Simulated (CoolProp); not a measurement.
Properties of R1234yf at several states (Tc = 367.8 K, pc = 3.384 MPa, ω = 0.276).

Computed with CoolProp (reference Helmholtz-energy equation of state, Lemmon 2022).

| T (K) | p (MPa) | phase | density (kg/m³) | cv (kJ/(kg K)) | expansivity (1/kK) | conductivity (mW/(m K)) |
|---|---|---|---|---|---|---|
| 161.4 | 4.38 | liquid | 1481 | 0.7364 | 1.661 | 114 |
| 326.3 | 18.8 | liquid | 1112 | 0.9590 | 2.314 | 69.0 |
| 252.9 | 2.5 | liquid | 1245 | 0.8462 | 2.246 | 79.6 |
| 168.9 | 1.47 | liquid | 1459 | 0.7396 | 1.703 | 110 |
| 164.2 | 0.0367 | liquid | 1469 | 0.7359 | 1.706 | 111 |
| 199.1 | 18.9 | liquid | 1412 | 0.7764 | 1.597 | 104 |

Thermal conductivity comes from a separate model (Perkins 2011).
